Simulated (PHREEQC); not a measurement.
Dissolve 0.072 mol/kgw H2SO4, 3.3e-05 mol/kgw ZnSO4 and 0.00027 mol/kgw MnSO4 at 25 °C. Closed to the air; pH follows from the charge balance.

Model: ion-association model, phreeqc.dat, run in PHREEQC.

Each row changes one thing in this solution. Precipitation was switched off in this run.

| case | pH | ionic strength (mol/kgw) | HSO4- (mol/kgw) | SO4-2 (mol/kgw) | Mn+2 (mol/kgw) | MnSO4 (mol/kgw) | SI of Pyrochroite (Mn(OH)2) |
|---|---|---|---|---|---|---|---|
| as made | 1.14 | 0.106 | 0.0555 | 0.0167 | 0.000190 | 7.95e-5 | -17.05 |
| diluted 10-fold with water | 1.99 | 0.0158 | ? | 0.00426 | 2.10e-5 | ? | -16.11 |
| ZnSO4 from 3.3e-05 to 6.6e-06 mol/kgw | 1.14 | 0.106 | 0.0555 | 0.0167 | 0.000190 | 7.95e-5 | -17.05 |
| temperature from 25 to 20 °C | 1.13 | ? | 0.0543 | 0.0179 | ? | 7.80e-5 | -17.06 |
| ZnSO4 replaced by CaSO4 at the same molality | 1.14 | 0.106 | 0.0555 | 0.0167 | 0.000190 | 7.95e-5 | -17.05 |
| ZnSO4 from 3.3e-05 to 4.95e-05 mol/kgw | 1.14 | 0.106 | 0.0555 | 0.0167 | 0.000190 | 7.95e-5 | -17.05 |

Question: What belongs in the gaps?

Answer: 
- diluted 10-fold with water, HSO4- (mol/kgw): 0.00296
- diluted 10-fold with water, MnSO4 (mol/kgw): 6.04e-6
- temperature from 25 to 20 °C, ionic strength (mol/kgw): 0.108
- temperature from 25 to 20 °C, Mn+2 (mol/kgw): 0.000192
